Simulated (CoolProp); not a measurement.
A single-stage vapour-compression cycle with propane: evaporating at 225.15 K (dew point), condensing at 257.15 K (bubble point), superheat 0 K, subcooling 0 K, compressor efficiency 0.9, no pressure losses. Each further row changes one setting.

Computed with CoolProp (reference Helmholtz-energy equation of state, Lemmon 2009).

```tsv
case	cooling COP	pressure ratio	discharge temperature (K)	refrigerating effect (kJ/kg)	volumetric capacity (kJ/m³)
as stated	5.63	3.63	272.9	358	675
evaporating temperature 230.15 K	6.95	___	269.8	364	848
condensing temperature 252.15 K	___	___	266.1	370	697
subcooling 5 K	5.82	3.63	272.9	370	697
superheat 10 K	5.59	3.63	283.3	372	669
compressor efficiency 0.8	5.00	3.63	277.8	358	675
```

Question: Fill in the missing entries.

Answer: 
- evaporating temperature 230.15 K, pressure ratio: 2.89
- condensing temperature 252.15 K, cooling COP: 6.81
- condensing temperature 252.15 K, pressure ratio: 3.04
